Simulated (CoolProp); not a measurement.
Values from CoolProp's reference Helmholtz-energy equation of state, de Reuck 1990.

For fluorine, give the phase and the cv (kJ/(kg K)), speed of sound (m/s) at 147.4 K and 365 kPa; 147.4 K and 535 kPa.


- 147.4 K and 365 kPa: gas; cv 0.561, speed of sound 210
- 147.4 K and 535 kPa: gas; cv 0.566, speed of sound 209
